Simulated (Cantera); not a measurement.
Counterflow diffusion flame

A counterflow diffusion flame at 0.370 bar, nozzles 20 mm apart: fuel side 68.0 % CH4, 12.9 % H2, 19.0 % N2 at 500 K, oxidiser side 22.0 % O2, 78.0 % N2 at 400 K, fuel mass flux 0.59 times the oxidiser's; mixture-averaged transport, no radiation.

Cantera simulation using GRI-Mech 3.0 (53 species, 325 reactions); the numbers are that mechanism's predictions, not measurements. GRI-Mech 3.0 has no aromatics or soot, which form on the fuel side of real flames. The maximum strain rate includes the flame's own expansion and is several times the mean. A flux with no burning solution from the previous one only brackets extinction.

| oxidiser flux (kg/m²/s) | max strain (1/s) | mean strain (1/s) | T max (K) | peak x OH | peak x H | peak x NO | peak x CO | peak x C2H2 |
|---|---|---|---|---|---|---|---|---|
| 0.22 | 340 | 78.4 | 1990 | 0.00861 | 0.00848 | 0.000147 | 0.0543 | 0.0109 |
| 0.35 | 515 | 125 | 1963 | 0.00812 | 0.00870 | 0.000111 | 0.0540 | 0.00989 |
| 0.54 | 764 | 192 | 1931 | 0.00747 | 0.00868 | 7.71e-5 | 0.0542 | 0.00856 |
| 0.85 | 1160 | 303 | 1886 | 0.00652 | 0.00824 | 4.43e-5 | 0.0552 | 0.00656 |
| 1.3 | 1690 | 463 | 1802 | 0.00483 | 0.00665 | 1.53e-5 | 0.0560 | 0.00354 |
x: mole fraction; the columns are a selection and need not sum to one.

At the next flux tried, 2.1 kg/m²/s, no burning solution was found from the previous one.
